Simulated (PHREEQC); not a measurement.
## Silver or lead bath: an equilibrium model

Make-up at 25 °C: 12 mmol/kgw Pb(NO3)2. Closed to the air; pH follows from the charge balance.

All values are PHREEQC results (ion-association model, phreeqc.dat), not measurements.

| Item | Value |
|---|---|
| pH | 4.91 |
| ionic strength | 0.0326 mol/kgw |

```json
[
 {"species": "NO3-", "molality": "0.0223", "activity": "0.0186", "log γ": "-0.078"},
 {"species": "Pb+2", "molality": "0.0103", "activity": "0.00524", "log γ": "-0.292"},
 {"species": "PbNO3+", "molality": "0.00171", "activity": "0.00144", "log γ": "-0.073"},
 {"species": "H+", "molality": "1.42e-5", "activity": "1.24e-5", "log γ": "-0.060"},
 {"species": "PbOH+", "molality": "9.78e-6", "activity": "8.27e-6", "log γ": "-0.073"},
 {"species": "Pb2OH+3", "molality": "4.41e-6", "activity": "9.71e-7", "log γ": "-0.657"}
]
```

No solid was allowed to form.
